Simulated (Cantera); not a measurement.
# Thermodynamics of boron, boron nitride and boron oxide, feed B2H6 + O2 + H2O

Input: 1 mol B2H6, 0.061 mol O2, a varied amount of H2O, at 8.70 mbar.

Method: chemical equilibrium by Gibbs-energy minimisation in Cantera with the NASA 1993 tables (ideal gas, pure condensed phases). Candidate condensed phases: B, B2O3, B3O3H3, H2O; 23 gas species. The feed counts by its element totals alone. Mutual solubility and eutectic melting of coexisting phases are not modelled. Gases not in the tables: H3BO3. Equilibrium is a limit: real reactors are often held back by kinetics, nucleation or transport.

Q: Map the stable condensed phases over T = 1100, 1200, 1300, 1400, 1500, 1600, 1700, 1800, 1900, 2000, 2100, 2200, 2300, 2400 K and n(H2O) in mol = 0.25, 0.35, 0.48, 0.66, 0.9, 1.2, 1.7, 2.3, 3.2, 4.4, 6, 8.3, 11.

A: 
```
T in K \ n(H2O) in mol
         0.25 0.35 0.48 0.66  0.9  1.2  1.7  2.3  3.2  4.4    6  8.3   11
   2400     A    A    A    A    A    A    A    B    B    B    B    B    B
   2300     A    A    A    A    A    A    A    B    B    B    B    B    B
   2200     A    A    A    A    A    A    A    B    B    B    B    B    B
   2100     A    A    A    A    A    A    A    B    B    B    B    B    B
   2000     A    A    A    A    A    A    A    B    B    B    B    B    B
   1900     A    A    A    A    A    A    A    B    B    B    B    B    B
   1800     A    A    A    A    A    A    A    B    B    B    B    B    B
   1700     A    A    A    A    A    A    A    B    B    B    B    B    B
   1600     A    A    A    A    A    A    C    D    D    D    B    B    B
   1500     C    C    C    C    C    C    C    C    D    D    D    D    B
   1400     C    C    C    C    C    C    C    C    D    D    D    D    D
   1300     C    C    C    C    C    C    C    C    D    D    D    D    D
   1200     C    C    C    C    C    C    C    C    D    D    D    D    D
   1100     C    C    C    C    C    C    C    C    D    D    D    D    D
```
A: B; B: gas only; C: B + B2O3; D: B2O3.
